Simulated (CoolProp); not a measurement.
A Linde-Hampson liquefier for methane: isothermal reversible compression at 230 K from 1 atm to 15 MPa, throttling to 1 atm, return gas leaving the recuperator 10 K below the feed. Each further row changes one setting.

Model: reference Helmholtz-energy equation of state, Setzmann 1991, in CoolProp.

```
case                        liquid yield per pass  compression work (kJ/kg of gas)
--------------------------  ---------------------  -------------------------------
as stated                                   0.351                              520
high pressure 30 MPa                        0.394                              577
warm-end temperature 260 K                  0.230                              620
warm-end gap 15 K                           0.342                              520
```
